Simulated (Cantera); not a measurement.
# Carbothermic reduction: PbO + CO + H2

Charge: 1 mol PbO, 8.7 mol CO, 0.37 mol H2, at 1.00 bar.

Method: chemical equilibrium by Gibbs-energy minimisation in Cantera with the NASA 1993 tables (ideal gas, pure condensed phases). Candidate condensed phases: C, C6H6, C7H8, C8H18, H2O, Pb, PbO, PbO2, Pb3O4; 113 gas species. Gases not in the tables: (PbO)n polymers. Kinetics and transport are ignored.

From 977 °C to 1377 °C the condensed part is Pb(l). From 1477 °C to 2177 °C nothing is condensed.

```
T (°C)   x CO   x CO2     x Pb    x H2    x H2O       x H     x PbO  n Pb(l)
------  -----  ------  -------  ------  -------  --------  --------  -------
977     0.854   0.104  0.00134  0.0342  0.00650   8.94e-8   1.34e-8    0.988
1077    0.853   0.102  0.00489  0.0329  0.00773   4.32e-7   1.46e-7    0.955
1177    0.845  0.0998   0.0149  0.0314  0.00881   1.68e-6   1.14e-6    0.863
1277    0.825  0.0963   0.0392  0.0296  0.00964   5.41e-6   6.73e-6    0.630
1377    0.781  0.0901   0.0912  0.0270   0.0100   1.49e-5   3.18e-5   0.0873
1477    0.775  0.0885   0.0991  0.0260   0.0107   3.75e-5   6.45e-5        0
1577    0.776  0.0877   0.0991  0.0252   0.0115   8.56e-5  0.000112        0
1677    0.777  0.0870   0.0990  0.0246   0.0121  0.000180  0.000183        0
1777    0.777  0.0863   0.0989  0.0239   0.0126  0.000351  0.000285        0
1877    0.778  0.0857   0.0988  0.0233   0.0131  0.000643  0.000422        0
1977    0.778  0.0851   0.0986  0.0226   0.0135   0.00112  0.000603        0
2077    0.779  0.0844   0.0983  0.0220   0.0137   0.00185  0.000831        0
2177    0.779  0.0838   0.0980  0.0212   0.0138   0.00293   0.00111        0
```
x: gas mole fraction; n: condensed amount in mol.
